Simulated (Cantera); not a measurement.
# Tantalum, niobium, vanadium and zirconium in process gases: Ta + CH4

Feed: 1 mol Ta, a varied amount of CH4, at 2523.15 K and 2.70 Pa.

Cantera equilibrium calculation (NASA polynomials, part measured and part estimated; ideal gas, pure solids and liquids). Candidate condensed phases: C, C6H6, C7H8, C8H18, Ta, TaC; 77 gas species. Mutual solubility and eutectic melting of coexisting phases are not modelled. TaC: taken at fixed stoichiometry. Condensed phases not in the tables: Ta2C, N, O or C dissolved in the metal. The numbers say what is thermodynamically allowed, not how fast it happens.

From 0.35 mol CH4 to 0.88 mol CH4 the condensed part is Ta(s) + TaC(s). From 1.1 mol CH4 to 1.4 mol CH4 the condensed part is TaC(s). From 1.7 mol CH4 to 2.7 mol CH4 the condensed part is C(graphite) + TaC(s). The main Ta-bearing gas is Ta throughout.

| n(CH4) (mol) | x H | x H2 | x C3 | x C | x C2 | x C2H | x C2H2 (acetylene) | x C5 | n Ta(s) | n TaC(s) | n C(graphite) |
|---|---|---|---|---|---|---|---|---|---|---|---|
| 0.35 | 0.967 | 0.0327 | 5.00e-11 | 1.05e-5 | 3.73e-9 | 1.33e-9 | 5.97e-10 | <1e-12 | 0.650 | 0.350 | 0 |
| 0.62 | 0.967 | 0.0327 | 5.00e-11 | 1.05e-5 | 3.73e-9 | 1.33e-9 | 5.97e-10 | <1e-12 | 0.380 | 0.620 | 0 |
| 0.88 | 0.967 | 0.0327 | 5.00e-11 | 1.05e-5 | 3.73e-9 | 1.33e-9 | 5.97e-10 | <1e-12 | 0.120 | 0.880 | 0 |
| 1.1 | 0.957 | 0.0319 | 0.00524 | 0.00493 | 0.000830 | 0.000293 | 0.000130 | 5.88e-6 | 0 | 1.000 | 0 |
| 1.4 | 0.939 | 0.0308 | 0.0192 | 0.00761 | 0.00198 | 0.000685 | 0.000298 | 5.14e-5 | 0 | 1.00 | 0 |
| 1.7 | 0.931 | 0.0303 | 0.0263 | 0.00845 | 0.00243 | 0.000837 | 0.000361 | 8.65e-5 | 0 | 1.00 | 0.0487 |
| 1.9 | 0.931 | 0.0303 | 0.0263 | 0.00845 | 0.00243 | 0.000837 | 0.000361 | 8.65e-5 | 0 | 1.000 | 0.172 |
| 2.2 | 0.931 | 0.0303 | 0.0263 | 0.00845 | 0.00243 | 0.000837 | 0.000361 | 8.65e-5 | 0 | 1.000 | 0.357 |
| 2.4 | 0.931 | 0.0303 | 0.0263 | 0.00845 | 0.00243 | 0.000837 | 0.000361 | 8.65e-5 | 0 | 1.000 | 0.481 |
| 2.7 | 0.931 | 0.0303 | 0.0263 | 0.00845 | 0.00243 | 0.000837 | 0.000361 | 8.65e-5 | 0 | 1.000 | 0.666 |
x: gas mole fraction; n: condensed amount in mol.
